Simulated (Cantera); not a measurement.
N2O furnace oxynitridation

An isothermal, constant-pressure homogeneous reactor starts with 10.3 % N2O, 89.7 % N2, at 1325 K and 760 Torr.

Model: GRI-Mech 3.0 (53 species, 325 reactions), integrated in Cantera. GRI-Mech 3.0 was tuned for natural gas; its chemistry of N2O as a main component is partial and can be far from experiment. The mechanism lacks the step 2 NO + O2 → 2 NO2, which can matter for NO2 below about 1400 K. The temperature is held fixed by assumption; the heat of reaction is taken as removed at once.

```
t (s)        x N2O    x NO2      x NO      x O   x N2      x O2
--------  --------  -------  --------  -------  -----  --------
0.000900     0.103  9.75e-8   7.14e-5  9.95e-6  0.897  0.000187
0.00331      0.101  1.05e-6  0.000268  9.91e-6  0.898  0.000705
0.0122      0.0967  6.80e-6  0.000958  9.72e-6  0.900   0.00254
0.0447      0.0819  2.64e-5   0.00313  9.03e-6  0.906   0.00847
0.164       0.0470  6.88e-5   0.00782  6.83e-6  0.922    0.0227
0.604      0.00954  9.97e-5    0.0115  2.36e-6  0.940    0.0387
2.22      0.000126  6.73e-5    0.0118  1.08e-7  0.945    0.0430
8.16       5.65e-8  5.26e-5    0.0118  5.72e-8  0.945    0.0431
30.0       5.64e-8  5.26e-5    0.0118  5.72e-8  0.945    0.0431
```
x: mole fraction; the columns are a selection and need not sum to one.

Equilibrium at this temperature and pressure: N2O 1.79e-8, NO2 1.18e-6, NO 0.000247, O 6.09e-8, N2 0.951, O2 0.0489 (gas phase only).
